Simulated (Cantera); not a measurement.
A closed system holds: 1 mol Zr, 13 mol N2, at 2575 K.

Method: chemical equilibrium by Gibbs-energy minimisation in Cantera with the NASA 1993 tables (ideal gas, pure condensed phases). Candidate condensed phases: Zr, ZrN; 4 gas species. ZrN: taken at fixed stoichiometry. Equilibrium is a limit: real reactors are often held back by kinetics, nucleation or transport.

### Question
What share of the Zr ends up in condensed phases as a function of P (Pa), at 0.100, 1.50, 22, 320, 4600, 68000, 1000000?

### Answer
```
P (Pa)   Zr condensed (%)      as
-------  ----------------  ------
0.100                 0.0       -
1.50                  0.0       -
22                   93.8  ZrN(s)
320                  99.9  ZrN(s)
4600                100.0  ZrN(s)
68000               100.0  ZrN(s)
1000000             100.0  ZrN(s)
```
